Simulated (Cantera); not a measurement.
Mixture: CH4 : O2 : N2 : CO2 = 1 : 5 : 18.8 : 7.3 (molar parts), equivalence ratio 0.40, at 38000 Pa, adiabatic and at constant volume. Ignition delay is the time to a rise of 400 K.

Computed with Cantera and GRI-Mech 3.0 (53 species, 325 reactions).

**Question.** Predict: delay at 1073 K; delay at 1173 K; delay at 1273 K; delay at 1373 K; delay at 1473 K; delay at 1573 K; apparent activation energy between 1373 and 1573 K.

**Answer.** 
- delay at 1073 K = 0.680 s
- delay at 1173 K = 0.134 s
- delay at 1273 K = 31.8 ms
- delay at 1373 K = 9.29 ms
- delay at 1473 K = 3.45 ms
- delay at 1573 K = 1.67 ms
- apparent activation energy between 1373 and 1573 K = 150 kJ/mol
